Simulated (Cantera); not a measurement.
A perfectly stirred reactor is fed with H₂ : O₂ : N₂ = 1.7 : 1 : 0.69 (molar parts), equivalence ratio 0.85, at 135 Torr; it is held at 1125 K, and followed from long to short residence time.

Computed with Cantera and the H2/O2 subset of GRI-Mech 3.0, which has no nitrogen chemistry. The temperature is held fixed by assumption; the heat of reaction is taken as removed at once.

What does this change do: temperature 1125 to 975 K?


```json
[
 {"quantity": "x(H₂) at τ = 2.70 s", "before": "0.000600", "after": "0.0163"},
 {"quantity": "x(O₂) at τ = 2.70 s", "before": "0.0593", "after": "0.0667"},
 {"quantity": "x(HO₂) at τ = 2.70 s", "before": "1.09e-5", "after": "4.94e-5"},
 {"quantity": "x(H) at τ = 2.70 s", "before": "1.47e-5", "after": "9.12e-6"},
 {"quantity": "x(OH) at τ = 2.70 s", "before": "0.000200", "after": "6.09e-6"},
 {"quantity": "x(H₂) at τ = 36.0 ms", "before": "0.00863", "after": "0.0419"},
 {"quantity": "x(O₂) at τ = 36.0 ms", "before": "0.0628", "after": "0.0787"},
 {"quantity": "x(HO₂) at τ = 36.0 ms", "before": "3.67e-5", "after": "6.76e-5"},
 {"quantity": "x(H) at τ = 36.0 ms", "before": "0.00103", "after": "0.000560"},
 {"quantity": "x(OH) at τ = 36.0 ms", "before": "0.000983", "after": "0.000164"}
]
```

What does this change do: pressure from 135 Torr to 100.0 Torr?


```tsv
quantity	before	after
x(H₂) at τ = 2.70 s	0.000600	0.000661
x(O₂) at τ = 2.70 s	0.0593	0.0593
x(HO₂) at τ = 2.70 s	1.09e-5	9.69e-6
x(H) at τ = 2.70 s	1.47e-5	2.66e-5
x(OH) at τ = 2.70 s	0.000200	0.000281
x(H₂) at τ = 36.0 ms	0.00863	0.00987
x(O₂) at τ = 36.0 ms	0.0628	0.0633
x(HO₂) at τ = 36.0 ms	3.67e-5	2.88e-5
x(H) at τ = 36.0 ms	0.00103	0.00183
x(OH) at τ = 36.0 ms	0.000983	0.00131
```

What does this change do: temperature 1125 to 1350 K?


```csv
quantity,before,after
x(H₂) at τ = 2.70 s,0.000600,0.000390
x(O₂) at τ = 2.70 s,0.0593,0.0590
x(HO₂) at τ = 2.70 s,1.09e-5,3.49e-6
x(H) at τ = 2.70 s,1.47e-5,2.22e-5
x(OH) at τ = 2.70 s,0.000200,0.000738
x(H₂) at τ = 36.0 ms,0.00863,0.00654
x(O₂) at τ = 36.0 ms,0.0628,0.0611
x(HO₂) at τ = 36.0 ms,3.67e-5,2.05e-5
x(H) at τ = 36.0 ms,0.00103,0.00162
x(OH) at τ = 36.0 ms,0.000983,0.00317
```
